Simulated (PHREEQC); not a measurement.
Model water analysis in mg/L, 55 °C, pH 3.78, pe 8.7:

```json
[
 {"constituent": "Na", "mg/L": "102"},
 {"constituent": "K", "mg/L": "16.5"},
 {"constituent": "Ca", "mg/L": "78.9"},
 {"constituent": "Mg", "mg/L": "63"},
 {"constituent": "Cl", "mg/L": "157"},
 {"constituent": "S(6) as SO4", "mg/L": "471"},
 {"constituent": "Zn", "mg/L": "0.19"},
 {"constituent": "Pb", "mg/L": "8.58"},
 {"constituent": "Cu(2)", "mg/L": "0.109"}
]
```

Valence states are taken as typed.

Model: ion-association model, wateq4f.dat, run in PHREEQC.

Problem. The ionic strength comes out as 0.0180 mol/kgw. What activity coefficients do KSO4-, Na+, Pb+2, NaSO4-, Cl- get?

Solution. KSO4- 0.87, Na+ 0.87, Pb+2 0.57, NaSO4- 0.87, Cl- 0.87.

This is a speciation only: nothing precipitates in the calculation. Species that the database lacks are ignored. At this temperature some constants are extrapolated from 25 °C, and those without enthalpy data are left unchanged.
